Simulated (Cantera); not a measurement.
A perfectly stirred reactor is fed with N₂O : H₂ : N₂ = 1 : 0.035 : 5.2 (molar parts), at 0.0950 bar; it is held at 1300 K, and followed from long to short residence time.

Detailed kinetics in Cantera: GRI-Mech 3.0 (53 species, 325 reactions). GRI-Mech 3.0 was tuned for natural gas; its chemistry of N2O as a main component is partial and can be far from experiment. The mechanism lacks the step 2 NO + O2 → 2 NO2, which can matter for NO2 below about 1400 K. The temperature is held fixed by assumption; the heat of reaction is taken as removed at once.

**Question.** What does this change do: pressure from 0.0950 bar to 0.0267 bar?

**Answer.** 
```json
[
 {"quantity": "x(N₂O) at τ = 0.970 s", "before": "0.114", "after": "0.141"},
 {"quantity": "x(H₂) at τ = 0.970 s", "before": "7.95e-5", "after": "0.000239"},
 {"quantity": "x(NO) at τ = 0.970 s", "before": "0.00509", "after": "0.00179"},
 {"quantity": "x(H₂O) at τ = 0.970 s", "before": "0.00541", "after": "0.00532"},
 {"quantity": "x(N₂) at τ = 0.970 s", "before": "0.859", "after": "0.846"},
 {"quantity": "x(N₂O) at τ = 97.0 ms", "before": "0.150", "after": "0.155"},
 {"quantity": "x(H₂) at τ = 97.0 ms", "before": "0.000553", "after": "0.00142"},
 {"quantity": "x(NO) at τ = 97.0 ms", "before": "0.000681", "after": "0.000232"},
 {"quantity": "x(H₂O) at τ = 97.0 ms", "before": "0.00503", "after": "0.00417"},
 {"quantity": "x(N₂) at τ = 97.0 ms", "before": "0.842", "after": "0.839"}
]
```
Radical loss at walls, strong at low pressure, is not modelled.
